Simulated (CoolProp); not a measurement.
Carbon dioxide along the isotherm -23.15 °C: density (kg/m³) from the reference equation and from simpler models built on Tc = 31.0 °C, pc = 7377 kPa, ω = 0.224; each cubic takes its own stable root.

Values from CoolProp's reference Helmholtz-energy equation of state, Span 1996.

```csv
p (kPa),phase,reference,van der Waals,Redlich-Kwong,Soave-Redlich-Kwong
1230,gas,29.65,28.47,29.19,29.44
2460,liquid,1049,?,904.6,946.6
3690,liquid,1054,648.5,914.6,954.3
4920,liquid,1059,659.6,923.7,961.5
6150,liquid,1063,669.2,932.3,968.3
7380,liquid,1068,677.7,940.3,974.8
8610,liquid,1072,685.4,947.9,981.0
9840,liquid,?,692.4,955.1,986.9
11100,liquid,1080,699.0,962.0,?
12300,liquid,1084,704.9,968.3,998.0
13500,liquid,1087,?,974.3,1003
14800,liquid,1091,715.8,980.6,1008
16000,liquid,1095,720.6,986.1,?
17200,liquid,1098,725.1,991.4,1018
18400,liquid,1101,729.4,996.5,1022
```

Task: What belongs in the gaps?

Result: 
- 2460, van der Waals: 64.33
- 9840, reference: 1076
- 11100, Soave-Redlich-Kwong: 992.7
- 13500, van der Waals: 710.3
- 16000, Soave-Redlich-Kwong: 1013

At some of these states van der Waals gives the other phase, because its saturation line lies elsewhere.
